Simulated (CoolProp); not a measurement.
Properties of dodecamethylpentasiloxane (MD3M) along the isotherm 346.85 °C.

Computed with CoolProp (reference Helmholtz-energy equation of state, Thol 2019).

| p (bar) | phase | density (kg/m³) | cp (kJ/(kg K)) | isothermal compressibility (1/MPa) | expansivity (1/kK) |
|---|---|---|---|---|---|
| 0.954 | gas | 7.416 | 2.114 | 10.93 | 1.902 |
| 1.91 | gas | 15.52 | 2.128 | 5.727 | 2.268 |
| 2.86 | gas | 24.43 | 2.146 | 4.049 | 2.741 |
| 3.82 | gas | 34.53 | 2.169 | 3.251 | 3.388 |
| 4.77 | gas | 46.01 | 2.203 | 2.841 | 4.304 |
| 5.72 | gas | 59.66 | 2.254 | 2.661 | 5.730 |
| 6.68 | gas | 77.03 | 2.345 | 2.709 | 8.329 |
| 7.63 | gas | 101.5 | 2.565 | 3.225 | 14.65 |
| 9.54 | liquid | 429.6 | 2.826 | 0.3950 | 13.41 |
| 10.5 | liquid | 443.0 | 2.688 | 0.2643 | 9.974 |
| 11.4 | liquid | 452.3 | 2.620 | 0.2043 | 8.302 |
| 12.4 | liquid | 460.6 | 2.571 | 0.1643 | 7.137 |
| 13.4 | liquid | 467.6 | 2.536 | 0.1380 | 6.341 |
| 14.3 | liquid | 473.1 | 2.513 | 0.1210 | 5.806 |
